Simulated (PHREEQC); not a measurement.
Solution (78 °C): 0.26 mol NaH2PO4 and 0.0011 mol KOH per kg of water. Closed to the air; pH follows from the charge balance.

Equilibrium calculation in PHREEQC: ion-association model, phreeqc.dat.

Question: The ionic strength comes out as 0.263 mol/kgw. What activity coefficients do H+, K+, HPO4-2, H2PO4-, KHPO4- get?

Answer: H+ 0.77, K+ 0.66, HPO4-2 0.24, H2PO4- 0.71, KHPO4- 0.71.

Precipitation was switched off in this run. Away from 25 °C the constants follow the database's enthalpies or fits; those with neither stay at their 25 °C values.
